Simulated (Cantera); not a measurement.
**Adiabatic ignition**

An adiabatic, constant-pressure homogeneous reactor starts with CH4 : O2 : N2 = 1 : 1.11 : 10.4 (molar parts), equivalence ratio 1.8, at 1475 K and 101000 Pa.

Detailed kinetics in Cantera: GRI-Mech 3.0 (53 species, 325 reactions).

| t (s) | T (K) | x CH4 | x O2 | x C2H | x O | x CO | x NO |
|---|---|---|---|---|---|---|---|
| 5.00e-6 | 1475 | 0.0799 | 0.0887 | <1e-12 | 1.72e-9 | <1e-12 | <1e-12 |
| 1.24e-5 | 1475 | 0.0799 | 0.0887 | <1e-12 | 1.97e-9 | 7.75e-12 | <1e-12 |
| 3.10e-5 | 1475 | 0.0799 | 0.0887 | <1e-12 | 2.63e-9 | 1.06e-10 | <1e-12 |
| 7.70e-5 | 1475 | 0.0799 | 0.0887 | <1e-12 | 4.64e-9 | 1.85e-9 | <1e-12 |
| 0.000192 | 1475 | 0.0799 | 0.0887 | <1e-12 | 1.15e-8 | 4.43e-8 | <1e-12 |
| 0.000477 | 1475 | 0.0798 | 0.0887 | <1e-12 | 3.22e-8 | 1.41e-6 | <1e-12 |
| 0.00119 | 1476 | 0.0793 | 0.0884 | <1e-12 | 7.57e-8 | 3.78e-5 | <1e-12 |
| 0.00295 | 1491 | 0.0755 | 0.0861 | 3.36e-12 | 3.43e-7 | 0.00100 | 7.35e-12 |
| 0.00734 | 2146 | 6.38e-5 | 5.65e-7 | 5.09e-8 | 1.20e-6 | 0.0610 | 7.45e-5 |
| 0.0183 | 2144 | 1.96e-8 | 7.00e-7 | 1.56e-11 | 1.51e-6 | 0.0614 | 0.000120 |
| 0.0454 | 2144 | 6.24e-12 | 7.62e-7 | <1e-12 | 1.64e-6 | 0.0614 | 9.40e-5 |
| 0.113 | 2144 | 5.48e-12 | 7.64e-7 | <1e-12 | 1.65e-6 | 0.0614 | 5.74e-5 |
| 0.281 | 2145 | 5.20e-12 | 7.67e-7 | <1e-12 | 1.65e-6 | 0.0614 | 3.21e-5 |
| 0.700 | 2145 | 5.13e-12 | 7.68e-7 | <1e-12 | 1.65e-6 | 0.0614 | 2.23e-5 |
x: mole fraction; the columns are a selection and need not sum to one.

```yaml
time_of_steepest_temperature_rise: 4.61 ms
temperature at 0.700 s: 2145 K
equilibrium_temperature: 2145 K
x(CH4) at 0.700 s: 5.13e-12 (gas-phase equilibrium 5.81e-12)
x(O2) at 0.700 s: 7.68e-7 (gas-phase equilibrium 7.68e-7)
x(C2H) at 0.700 s: <1e-12 (gas-phase equilibrium <1e-12)
```
